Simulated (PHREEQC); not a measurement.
**Metal-bearing waste water**

Make-up at 25 °C: 0.17 mol/kgw FeCl3, 0.0063 mol/kgw ZnCl2 and 0.12 mol/kgw H2SO4. Closed to the air; pH follows from the charge balance.

Equilibrium calculation in PHREEQC: ion-association model, phreeqc.dat.

No solid was allowed to form.

Question: What pH, ionic strength, activity of water does the model give?

Answer: pH 0.88; ionic strength 0.632 mol/kgw; activity of water 0.986.

Question: In which forms is Zn present?

Answer: Zn+2 73 %, ZnCl+ 17 %, ZnSO4 5.4 %, ZnCl2 2.5 %, ZnCl3- 1.4 %, ZnCl4-2 0.6 % of the Zn.

The solution is supersaturated, for example in Hematite (slow to form), Goethite (slow to form), so a real one may precipitate; this is no full list.
